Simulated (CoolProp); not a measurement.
Vapour-liquid equilibrium of ethane (1) + propylene (2) at 79.9 kPa; x and y are mole fractions of (1).

Model: multi-fluid Helmholtz-energy mixture model, Bücker 2006 and Lemmon 2013; pair parameters Bell 2016, in CoolProp.

```
x      bubble temperature, mixture model (K)  bubble temperature, Raoult's law (K)  y, mixture model  y, Raoult's law
-----  -------------------------------------  ------------------------------------  ----------------  ---------------
0.05                                   215.0                                 215.4             0.268            0.259
0.125                                  208.5                                 209.2             0.516            0.506
0.2                                    203.4                                 204.3             0.663            0.657
0.275                                  199.4                                 200.2             0.756            0.754
0.35                                   196.1                                 196.8             0.819            0.821
0.425                                  193.3                                 193.9             0.864            0.868
0.5                                    191.0                                 191.4             0.898            0.903
0.575                                  188.9                                 189.2             0.923            0.929
0.65                                   187.0                                 187.2             0.943            0.949
0.725                                  185.3                                 185.5             0.960            0.964
0.8                                    183.8                                 183.9             0.973            0.977
0.875                                  182.4                                 182.4             0.985            0.987
0.95                                   181.1                                 181.1             0.994            0.995
```

The largest gap from Raoult's law is -0.9 K in bubble temperature, at x = 0.2. No azeotrope shows between x = 0.05 and 0.95.

The pair parameters rest on a limited set of measurements; away from them the model extrapolates.
